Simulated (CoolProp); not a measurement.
Vapour pressure (kPa) of CF4 (R14): the reference equation beside estimates from Tc = -45.8 °C, pc = 3762 kPa, ω = 0.178. Clausius-Clapeyron is anchored at -95.25 °C with a constant enthalpy of vaporisation of 9.910 kJ/mol.

The numbers come from the reference Helmholtz-energy equation of state, Platzer 1990 in CoolProp. This equation is an older, rougher fit; its heat capacities, sound speeds and derivatives of the liquid may be far off and weren't checked against measurements.

```csv
T (°C),reference,Clausius-Clapeyron,Redlich-Kwong,Peng-Robinson
-137.35,50.03,80.22,73.33,50.80
-126.75,110.9,151.4,155.6,111.9
-116.25,216.8,261.1,291.0,217.9
-105.75,386.4,420.5,496.3,388.1
-95.25,640.2,640.2,787.7,643.5
-84.75,1001,929.9,1181,1008
-74.25,1492,1299,1690,1506
-63.75,2144,1754,2329,2166
```

Absolute difference from the reference over all 8 rows, mean and median: Clausius-Clapeyron 20.5 and 15.6 %, Redlich-Kwong 26.6 and 25.7 %, Peng-Robinson 0.8 and 0.8 %.
